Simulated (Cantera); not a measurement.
**Thermodynamics of roasting and sulfation, feed MgCO3 + H2S + CO2**

Charge: 1 mol MgCO3, 0.22 mol H2S, 0.9 mol CO2.

Cantera equilibrium calculation (NASA polynomials, part measured and part estimated; ideal gas, pure solids and liquids). Candidate condensed phases: C, C6H6, C7H8, C8H18, H2O, H2SO4, Mg, MgCO3, MgO, Mg(OH)2, MgS, MgSO4, S; 130 gas species. Equilibrium is a limit: real reactors are often held back by kinetics, nucleation or transport.

Problem. Map the stable condensed phases over T = 698, 723, 748, 773, 798, 823, 848, 873, 898 K and P in Pa = 1000, 2600, 6700, 17000, 45000, 120000, 300000, 770000, 2000000.

Solution. 
```
T in K \ P in Pa
            1000    2600    6700   17000   45000  120000  300000  770000 2000000
    898        A       A       A       A       A       A       A       A       A
    873        A       A       A       A       A       A       A       A       A
    848        A       A       A       A       A       A       A       A       A
    823        A       A       A       A       A       A       A       A       A
    798        A       A       A       A       A       A       A       A       A
    773        A       A       A       A       A       A       A       A       B
    748        A       A       A       A       A       A       A       A       B
    723        A       A       A       A       A       A       A       B       B
    698        A       A       A       A       A       A       B       B       B
```
A: MgO; B: MgCO3.
